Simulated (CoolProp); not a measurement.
A Linde-Hampson liquefier for methane: isothermal reversible compression at 290 K from 1 atm to 20 MPa, throttling to 1 atm, return gas leaving the recuperator 0 K below the feed. Each further row changes one setting.

Values from CoolProp's reference Helmholtz-energy equation of state, Setzmann 1991.

| case | liquid yield per pass | compression work (kJ/kg of gas) |
|---|---|---|
| as stated | 0.216 | 747 |
| high pressure 40 MPa | 0.267 | 840 |
| warm-end temperature 320 K | 0.161 | 842 |
| warm-end gap 5 K | 0.206 | 747 |
